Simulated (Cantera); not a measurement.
An isothermal, constant-pressure homogeneous reactor starts with CH4 : N2 = 1 : 34 (molar parts), at 1375 K and 2670 Pa. Integrator tolerance rtol = 1e-08.

Computed with Cantera and GRI-Mech 3.0 (53 species, 325 reactions). GRI-Mech 3.0 stops at C3 and has no aromatics, soot or wall deposition, so with more carbon than oxygen in the feed, carbon stays in small species such as C2H2 where larger ones or solid carbon would form. Radical loss at walls, strong at low pressure, is not modelled.

Problem. What does this change do: N2 34 to 9.2 parts?

Solution. 
```tsv
quantity	before	after
x(CH4) at 70.0 s	0.0178 (gas-phase equilibrium 4.38e-5)	0.0628 (gas-phase equilibrium 0.000640)
x(C2H6) at 70.0 s	4.82e-6 (gas-phase equilibrium 9.12e-11)	1.38e-5 (gas-phase equilibrium 6.11e-9)
x(CH3) at 70.0 s	2.25e-5 (gas-phase equilibrium 9.03e-8)	3.92e-5 (gas-phase equilibrium 7.39e-7)
x(CH2) at 70.0 s	9.65e-10 (gas-phase equilibrium 6.50e-12)	8.36e-10 (gas-phase equilibrium 2.97e-11)
x(H) at 70.0 s	1.00e-6 (gas-phase equilibrium 4.31e-6)	1.51e-6 (gas-phase equilibrium 7.70e-6)
```
